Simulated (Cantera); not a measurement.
Feed: 1 mol Si, 0.0018 mol O2, 710 mol H2, held at 2073 K and 0.290 Pa.

These are equilibrium values from Cantera (NASA tables, ideal gas, pure condensed phases), not measurements of a reactor. Candidate condensed phases: H2O, Si, SiO2; 18 gas species. Equilibrium is a limit: real reactors are often held back by kinetics, nucleation or transport.

Base state: H 0.758, H2 0.241, Si 0.000870 (mole fractions); condensed: gas only.

Question: What changes in the equilibrium state with this change: pressure from 0.290 Pa to 1.40 Pa?

Answer: 
```tsv
species	before	after
H2	0.241	0.501
H	0.758	0.498
Si	0.000870	0.00105
```
